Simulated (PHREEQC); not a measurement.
Dissolve 0.0038 mol NH3 and 0.0015 mol K2CO3 per kg of water at 20 °C. Closed to the air; pH follows from the charge balance.

All values are PHREEQC results (ion-association model, phreeqc.dat), not measurements.

Each row changes one thing in this solution. This is a speciation only: nothing precipitates in the calculation.

```
case                                           pH  ionic strength (mol/kgw)  NH3 (mol/kgw)  NH4+ (mol/kgw)
------------------------------------------  -----  ------------------------  -------------  --------------
as made                                     10.82                   0.00431        0.00365        0.000149
NH3 from 0.0038 to 0.00038 mol/kgw              …                   0.00413       0.000362         1.77e-5
temperature from 20 to 35 °C                    …                   0.00411        0.00368        0.000124
K2CO3 replaced by KCl at the same molality  10.56                   0.00176        0.00354        0.000259
K2CO3 left out                              10.56                  0.000252        0.00355        0.000252
NH3 from 0.0038 to 0.019 mol/kgw                …                   0.00476         0.0185        0.000500
```

Question: Some entries are withheld; supply them.

Answer: 
- NH3 from 0.0038 to 0.00038 mol/kgw, pH: 10.74
- temperature from 20 to 35 °C, pH: 10.45
- NH3 from 0.0038 to 0.019 mol/kgw, pH: 11.00
